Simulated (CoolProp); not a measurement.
Saturation properties of R114 (Tc = 420.6 K, pc = 33.52 bar, ω = 0.252).

Values from CoolProp's reference Helmholtz-energy equation of state, Platzer 1990. This equation is an older, rougher fit; its heat capacities, sound speeds and derivatives of the liquid may be far off and weren't checked against measurements.

```json
[
 {"T (K)": "289.3", "p (bar)": "1.597", "vapour density (kg/m³)": "12.01"},
 {"T (K)": "294.5", "p (bar)": "1.904", "vapour density (kg/m³)": "14.17"},
 {"T (K)": "299.7", "p (bar)": "2.253", "vapour density (kg/m³)": "16.64"},
 {"T (K)": "304.9", "p (bar)": "2.649", "vapour density (kg/m³)": "19.42"},
 {"T (K)": "310.1", "p (bar)": "3.096", "vapour density (kg/m³)": "22.56"},
 {"T (K)": "315.3", "p (bar)": "3.598", "vapour density (kg/m³)": "26.09"},
 {"T (K)": "320.5", "p (bar)": "4.159", "vapour density (kg/m³)": "30.05"},
 {"T (K)": "325.7", "p (bar)": "4.783", "vapour density (kg/m³)": "34.49"},
 {"T (K)": "330.9", "p (bar)": "5.475", "vapour density (kg/m³)": "39.45"},
 {"T (K)": "336.2", "p (bar)": "6.254", "vapour density (kg/m³)": "45.10"},
 {"T (K)": "341.4", "p (bar)": "7.096", "vapour density (kg/m³)": "51.30"},
 {"T (K)": "346.6", "p (bar)": "8.020", "vapour density (kg/m³)": "58.23"}
]
```

It boils at 276.7 K under 1 atm.
